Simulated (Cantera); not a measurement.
A Cantera script and what it prints.

```python
import numpy as np
import cantera as ct

gas_names = """
    C CO CO2 C2 C2O C3 C3O2 C4 C5 Fe FeC5O5 FeO O O2 O3
""".split()
cond_names = """
    C(gr) Fe(a) Fe(c) Fe(d) Fe(L) FeC5O5(L) FeO(s) FeO(L) Fe2O3(s) Fe3O4(s)
""".split()


def load(file, names, dense=False):
    # The tables refer to 1 bar. Condensed volumes are neglected.
    table = {s.name: s for s in ct.Species.list_from_file(file)}
    out = []
    for n in names:
        d = dict(table[n].input_data)
        d["thermo"] = dict(d["thermo"], **{"reference-pressure": 1e5})
        if dense:
            d["equation-of-state"] = {"model": "constant-volume", "density": "1e6 g/cm^3"}
        out.append(ct.Species.from_dict(d))
    return out


gas = ct.Solution(thermo="ideal-gas", species=load("nasa_gas.yaml", gas_names))
cond = {s.name: ct.Solution(thermo="fixed-stoichiometry", species=[s], name=s.name)
        for s in load("nasa_condensed.yaml", cond_names, dense=True)}
atoms = {
    'Fe2O3': {'Fe': 2, 'O': 3},
    'CO': {'C': 1, 'O': 1},
}
top_T = {'C(gr)': 4500, 'Fe2O3(s)': 1830, 'Fe3O4(s)': 1870}  # K; cautious upper limits of use, not melting points


def equilibrate(T, P, feed):
    n = {}
    for name, mol in feed.items():
        for a, k in atoms[name].items():
            n[a] = n.get(a, 0.0) + k * mol
    gas.TPX = T, P, n
    mass = sum(n.values()) * gas.mean_molecular_weight
    gas.equilibrate("TP")
    valid = [c for c in cond.values() if c.min_temp <= T <= top_T.get(c.name, c.max_temp)]
    mix = ct.Mixture([(gas, mass / gas.mean_molecular_weight)] + [(c, 0.0) for c in valid])
    mix.T, mix.P = T, P
    mix.equilibrate("TP", solver="vcs", rtol=1e-11, max_steps=5000)
    return mix


results = []
feed = {'Fe2O3': 1, 'CO': 9}  # mol
P = 1333.22  # Pa
for T in [1073, 1173, 1273, 1373, 1473, 1573, 1673, 1773, 1873, 1973, 2073, 2173, 2273]:
    mix = equilibrate(T, P, feed)
    results.append((T, P, feed, dict(zip(mix.species_names, mix.species_moles))))
    x = sorted(zip(gas.X, gas.species_names), reverse=True)
    print(f"T = {T:g} K  P = {P:g} Pa  gas = {mix.phase_moles(0):.4g} mol")
    print("   x: " + "  ".join(f"{s} {v:.3e}" for v, s in x if v > 1e-06))
    print("   condensed (mol): " + ("  ".join(f"{mix.phase(i).name} {mix.phase_moles(i):.4g}"
          for i in range(1, mix.n_phases) if mix.phase_moles(i) > 1e-12) or "none"))
```

Output:

```
T = 1073 K  P = 1333.22 Pa  gas = 9 mol
   x: CO 8.129e-01  CO2 1.871e-01
   condensed (mol): Fe(a) 0.6843  FeO(s) 1.316
T = 1173 K  P = 1333.22 Pa  gas = 9 mol
   x: CO 8.286e-01  CO2 1.714e-01
   condensed (mol): Fe(a) 0.5425  FeO(s) 1.458
T = 1273 K  P = 1333.22 Pa  gas = 9 mol
   x: CO 8.404e-01  CO2 1.596e-01
   condensed (mol): Fe(c) 0.4365  FeO(s) 1.563
T = 1373 K  P = 1333.22 Pa  gas = 9 mol
   x: CO 8.503e-01  CO2 1.497e-01
   condensed (mol): Fe(c) 0.3477  FeO(s) 1.652
T = 1473 K  P = 1333.22 Pa  gas = 9 mol
   x: CO 8.587e-01  CO2 1.413e-01  Fe 6.269e-06
   condensed (mol): Fe(c) 0.2717  FeO(s) 1.728
T = 1573 K  P = 1333.22 Pa  gas = 9 mol
   x: CO 8.659e-01  CO2 1.340e-01  Fe 4.931e-05
   condensed (mol): Fe(c) 0.2057  FeO(s) 1.794
T = 1673 K  P = 1333.22 Pa  gas = 9.003 mol
   x: CO 8.747e-01  CO2 1.250e-01  Fe 3.010e-04  FeO 1.105e-06
   condensed (mol): Fe(d) 0.1228  FeO(L) 1.874
T = 1773 K  P = 1333.22 Pa  gas = 9.013 mol
   x: CO 8.862e-01  CO2 1.124e-01  Fe 1.446e-03  FeO 7.327e-06
   condensed (mol): FeO(L) 1.987
T = 1873 K  P = 1333.22 Pa  gas = 9.046 mol
   x: CO 8.793e-01  CO2 1.156e-01  Fe 5.053e-03  FeO 3.925e-05
   condensed (mol): FeO(L) 1.954
T = 1973 K  P = 1333.22 Pa  gas = 9.135 mol
   x: CO 8.612e-01  CO2 1.240e-01  Fe 1.456e-02  FeO 1.756e-04  O 6.163e-06  O2 1.722e-06
   condensed (mol): FeO(L) 1.865
T = 2073 K  P = 1333.22 Pa  gas = 9.327 mol
   x: CO 8.235e-01  CO2 1.414e-01  Fe 3.429e-02  FeO 6.739e-04  O 3.525e-05  O2 1.255e-05
   condensed (mol): FeO(L) 1.674
T = 2173 K  P = 1333.22 Pa  gas = 9.672 mol
   x: CO 7.606e-01  CO2 1.699e-01  Fe 6.693e-02  FeO 2.267e-03  O 1.902e-04  O2 9.333e-05
   condensed (mol): FeO(L) 1.331
T = 2273 K  P = 1333.22 Pa  gas = 10.24 mol
   x: CO 6.713e-01  CO2 2.078e-01  Fe 1.125e-01  FeO 6.805e-03  O 9.635e-04  O2 6.895e-04
   condensed (mol): FeO(L) 0.7788
```

These are equilibrium values from Cantera (NASA tables, ideal gas, pure condensed phases), not measurements of a reactor. Mutual solubility and eutectic melting of coexisting phases are not modelled. The tables' stoichiometric FeO is somewhat more stable than real wüstite, so its field is too wide. FeO: taken at fixed stoichiometry.
